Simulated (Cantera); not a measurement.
Feed: 1 mol SiH2Cl2, 0.042 mol HCl, 7.7 mol H2, held at 952 °C and 120 Torr.

Cantera equilibrium calculation (NASA polynomials, part measured and part estimated; ideal gas, pure solids and liquids). Candidate condensed phases: Si; 19 gas species. The tables' values for SiCl3 are old estimates; treat these amounts as uncertain. Rates play no part.

### Question
What is the equilibrium state?

### Answer
- x(H2): 0.893
- x(HCl): 0.0587
- x(SiCl4): 0.0226
- x(SiHCl3): 0.0107
- x(SiCl2): 0.00943
- x(SiCl3): 0.00520
- x(SiH2Cl2): 0.000679
- x(SiH3Cl): 1.18e-5
- n(Si(s)): 0.543 mol
- gas amount: 9.398 mol
